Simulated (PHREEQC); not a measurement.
Solution (11 °C): 2.1 mmol/kgw KHCO3 and 24 mmol/kgw NH3. Closed to the air; pH follows from the charge balance.

Model: ion-association model, wateq4f.dat, run in PHREEQC.

```tsv
quantity	before	after
ionic strength (mol/kgw)	0.00543	0.00391
CO3-2 (mol/kgw)	0.00155	0.000688
HCO3- (mol/kgw)	0.000552	0.00141
CO2 (mol/kgw)	2.17e-8	4.49e-7
```

Q: Name the change that produced these shifts.
(A) diluted 10-fold with water
(B) NH3 left out
(C) temperature from 11 to 55 °C
(D) NH3 from 0.024 to 0.0264 mol/kgw
(E) KHCO3 replaced by Cs2CO3 at the same molality

A: C, temperature from 11 to 55 °C

No solid was allowed to form. At this temperature some constants are extrapolated from 25 °C, and those without enthalpy data are left unchanged.
